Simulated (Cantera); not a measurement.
Input: 1 mol Si2H6, 3 mol N2, held at 0.00520 bar.

Cantera equilibrium calculation (NASA polynomials, part measured and part estimated; ideal gas, pure solids and liquids). Candidate condensed phases: Si, Si3N4; 18 gas species. The feed counts by its element totals alone. N2 is the only nitrogen source here; it is nearly inert below about 1500 K, so the nitride shown seldom forms there in practice. Mutual solubility and eutectic melting of coexisting phases are not modelled. Gases not in the tables: Si2H6 and higher silanes. Kinetics and transport are ignored.

Problem. Which condensed phases are stable at each of these points (T (K)): 923, 1023, 1123, 1223, 1323, 1423, 1523, 1623, 1723, 1823?

Solution. 
| T (K) | condensed phases | Si condensed (%) |
|---|---|---|
| 923 | Si3N4(s) | 100.0 |
| 1023 | Si3N4(s) | 100.0 |
| 1123 | Si3N4(s) | 100.0 |
| 1223 | Si3N4(s) | 100.0 |
| 1323 | Si3N4(s) | 100.0 |
| 1423 | Si3N4(s) | 100.0 |
| 1523 | Si3N4(s) | 100.0 |
| 1623 | Si3N4(s) | 100.0 |
| 1723 | Si(l) + Si3N4(s) | 99.9 |
| 1823 | Si(l) | 99.7 |

From 923 K to 1623 K the condensed part is Si3N4(s). At 1723 K the condensed part is Si(l) + Si3N4(s). At 1823 K the condensed part is Si(l).
